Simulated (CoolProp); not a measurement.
R407C along the isotherm -31.95 °C: fugacity coefficient from the reference equation and from simpler models built on Tc = 86.2 °C, pc = 4632 kPa, ω = 0.363; each cubic takes its own stable root.

Values from CoolProp's reference Helmholtz-energy equation of state, Lemmon 2003. It is a pseudo-pure fit of the blend.

```json
[
 {"p (kPa)": "36.6", "phase": "gas", "reference": "0.9871"},
 {"p (kPa)": "61.8", "phase": "gas", "reference": "0.9781"},
 {"p (kPa)": "104", "phase": "gas", "reference": "0.9631"},
 {"p (kPa)": "297", "phase": "liquid", "reference": "0.4772"},
 {"p (kPa)": "501", "phase": "liquid", "reference": "0.2848"},
 {"p (kPa)": "846", "phase": "liquid", "reference": "0.1705"},
 {"p (kPa)": "1430", "phase": "liquid", "reference": "0.1028"},
 {"p (kPa)": "2410", "phase": "liquid", "reference": "0.06291"},
 {"p (kPa)": "4070", "phase": "liquid", "reference": "0.03927"},
 {"p (kPa)": "6860", "phase": "liquid", "reference": "0.02545"},
 {"p (kPa)": "11600", "phase": "liquid", "reference": "0.01747"}
]
```

Q: How far does each simpler model (van der Waals, Redlich-Kwong, Soave-Redlich-Kwong, Peng-Robinson) lie from the reference over these 11 states: mean and median of the absolute difference, and the worst?

A: 
- van der Waals: mean 246.5 %, median 357.5 %, worst +476.4 % at -31.95 °C and 11600 kPa
- Redlich-Kwong: mean 65.4 %, median 86.8 %, worst +97.7 % at -31.95 °C and 11600 kPa
- Soave-Redlich-Kwong: mean 9.5 %, median 12.7 %, worst -13.9 % at -31.95 °C and 297 kPa
- Peng-Robinson: mean 10.1 %, median 13.6 %, worst -14.0 % at -31.95 °C and 11600 kPa

At some of these states van der Waals gives the other phase, because its saturation line lies elsewhere.
